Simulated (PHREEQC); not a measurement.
Consider water at 20 °C with 7.8 mmol/kgw CuCl2, 2 mmol/kgw HNO3 and 1.4 mmol/kgw Na2SO4. Closed to the air; pH follows from the charge balance.

The numbers come from PHREEQC with the ion-association model, phreeqc.dat.

Task: The ionic strength comes out as 0.0276 mol/kgw. What activity coefficients do H+, Na+, Cu+2, SO4-2, NO3- get?

Result: H+ 0.88, Na+ 0.86, Cu+2 0.56, SO4-2 0.54, NO3- 0.85.

Precipitation was switched off in this run.
